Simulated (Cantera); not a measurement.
Feed: 1 mol PbO, a varied amount of H2, 1.2 mol N2, 0.083 mol CO, at 1248 K and 0.0133 bar.

Method: chemical equilibrium by Gibbs-energy minimisation in Cantera with the NASA 1993 tables (ideal gas, pure condensed phases). Candidate condensed phases: C, C6H6, C7H8, C8H18, H2O, Pb, PbO, PbO2, Pb3O4; 139 gas species. Each liquid is taken as pure. Mutual solubility and eutectic melting of coexisting phases are not modelled. Gases not in the tables: (PbO)n polymers. Equilibrium is a limit: real reactors are often held back by kinetics, nucleation or transport.

Question: Which condensed phases are stable at each of these points (n(H2) (mol)): 0.072, 0.13, 0.24, 0.44, 0.81, 1.5, 2.7?

Answer: 
```csv
n(H2) (mol),condensed phases,Pb condensed (%)
0.072,Pb(l) + PbO(l),83.1
0.13,Pb(l) + PbO(l),82.4
0.24,Pb(l) + PbO(l),81.0
0.44,Pb(l) + PbO(l),78.5
0.81,Pb(l) + PbO(l),73.9
1.5,Pb(l),69.9
2.7,Pb(l),57.0
```

From 0.072 mol H2 to 0.81 mol H2 the condensed part is Pb(l) + PbO(l). From 1.5 mol H2 to 2.7 mol H2 the condensed part is Pb(l). The share of Pb in condensed phases is highest at 0.072 mol H2 (83.1 %) and lowest at 2.7 mol H2 (57.0 %).
